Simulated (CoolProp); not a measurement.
Saturated liquid density (kg/m³) of vinyl chloride: the reference equation beside estimates from Tc = 151.9 °C, pc = 5600 kPa, ω = 0.160.

The numbers come from the reference Helmholtz-energy equation of state, Thol 2022 in CoolProp.

```
T (°C)  reference  van der Waals  Soave-Redlich-Kwong  Peng-Robinson
------  ---------  -------------  -------------------  -------------
15.75       916.6          575.1                854.3          966.9
29.45       890.8          559.4                827.6          937.6
43.15       864.0          542.6                798.7          905.5
56.75       836.1          524.7                767.4          870.5
70.45       806.2          505.2                732.7          831.3
84.15       773.7          483.9                694.1          787.5
97.85       737.7          460.2                650.7          737.6
111.45      696.3          433.3                601.2          680.1
125.15      644.9          401.2                541.6          610.3
```

Absolute difference from the reference over all 9 rows, mean and median: van der Waals 37.4 and 37.3 %, Soave-Redlich-Kwong 10.1 and 9.1 %, Peng-Robinson 3.6 and 4.1 %.
